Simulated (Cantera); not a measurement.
Input: 1 mol AlN, 0.66 mol H2O, 0.1 mol O2, equilibrated at 848.15 K and 13.3 mbar.

Cantera equilibrium calculation (NASA polynomials, part measured and part estimated; ideal gas, pure solids and liquids). Candidate condensed phases: Al, AlN, Al2O3, H2O; 35 gas species. Rates play no part.

Base state: H2 0.697, N2 0.303 (mole fractions); condensed: AlN(s) + Al2O3(s).

Question: What changes in the equilibrium state with this change: O2 from 0.1 to 1.3 mol?

Answer: 
```json
[
 {"species": "H2O", "before": "7.30e-9", "after": "0.386"},
 {"species": "O2", "before": "<1e-9", "after": "0.322"},
 {"species": "N2", "before": "0.303", "after": "0.292"},
 {"species": "H2", "before": "0.697", "after": "<1e-9"},
 {"species": "AlN(s), mol", "before": "0.427", "after": "0"},
 {"species": "Al2O3(s), mol", "before": "0.287", "after": "0.500"}
]
```
